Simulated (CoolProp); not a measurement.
A single-stage vapour-compression cycle with the fluid: evaporating at 263.15 K (dew point), condensing at 293.15 K (bubble point), superheat 0 K, subcooling 2 K, compressor efficiency 0.75, no pressure losses. The same conditions are run with several fluids, on thermodynamics alone (safety and materials aside).

Computed with CoolProp (reference Helmholtz-energy equation of state of each fluid (R407C: Lemmon 2003; chloromethane (R40): Thol 2014; R124: de Vries 1995; carbonyl sulfide: Lemmon 2006; propane: Lemmon 2009; R1132(E): Akasaka 2024)). Blends and air are pseudo-pure fits.

```json
[
 {"fluid": "R407C", "cooling COP": "4.68", "pressure ratio": "…", "discharge temperature (K)": "319.3", "refrigerating effect (kJ/kg)": "…", "volumetric capacity (kJ/m³)": "2460"},
 {"fluid": "chloromethane (R40)", "cooling COP": "5.95", "pressure ratio": "2.78", "discharge temperature (K)": "341.7", "refrigerating effect (kJ/kg)": "369", "volumetric capacity (kJ/m³)": "1610"},
 {"fluid": "R124", "cooling COP": "…", "pressure ratio": "2.97", "discharge temperature (K)": "300.1", "refrigerating effect (kJ/kg)": "134", "volumetric capacity (kJ/m³)": "965"},
 {"fluid": "carbonyl sulfide", "cooling COP": "5.85", "pressure ratio": "2.37", "discharge temperature (K)": "329.7", "refrigerating effect (kJ/kg)": "243", "volumetric capacity (kJ/m³)": "3470"},
 {"fluid": "propane", "cooling COP": "5.78", "pressure ratio": "2.42", "discharge temperature (K)": "304.8", "refrigerating effect (kJ/kg)": "317", "volumetric capacity (kJ/m³)": "2420"},
 {"fluid": "R1132(E)", "cooling COP": "…", "pressure ratio": "2.46", "discharge temperature (K)": "313.8", "refrigerating effect (kJ/kg)": "…", "volumetric capacity (kJ/m³)": "4180"}
]
```

Problem. Fill in the missing entries.

Solution. 
- R407C, pressure ratio: 3.24
- R407C, refrigerating effect (kJ/kg): 178
- R124, cooling COP: 5.87
- R1132(E), cooling COP: 5.65
- R1132(E), refrigerating effect (kJ/kg): 214
